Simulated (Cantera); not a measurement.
Moist CO burnout

An isothermal, constant-pressure homogeneous reactor starts with CO : O2 : H2O : N2 = 0.001 : 0.037 : 0.0067 : 1 (molar parts), at 925 K and 13000 Pa.

Computed with Cantera and GRI-Mech 3.0 (53 species, 325 reactions).

```
t (s)         x CO    x O2    x H2O      x NO       x O
--------  --------  ------  -------  --------  --------
2.00e-6   0.000957  0.0354  0.00641    <1e-12    <1e-12
1.18e-5   0.000957  0.0354  0.00641    <1e-12    <1e-12
6.93e-5   0.000957  0.0354  0.00641    <1e-12    <1e-12
0.000408  0.000957  0.0354  0.00641    <1e-12    <1e-12
0.00240   0.000957  0.0354  0.00641    <1e-12  1.73e-12
0.0141    0.000957  0.0354  0.00641    <1e-12  1.07e-11
0.0833    0.000957  0.0354  0.00641    <1e-12  2.78e-10
0.490     0.000817  0.0353  0.00641  1.38e-11   1.13e-5
2.89      0.000110  0.0350  0.00641  9.37e-11   1.52e-6
17.0       2.97e-6  0.0350  0.00642  1.11e-10   4.12e-8
100        4.18e-8  0.0350  0.00642  1.22e-10  9.38e-10
```
x: mole fraction; the columns are a selection and need not sum to one.

Equilibrium at this temperature and pressure: CO <1e-12, O2 0.0350, H2O 0.00642, NO 5.80e-6, O 6.99e-12 (gas phase only).
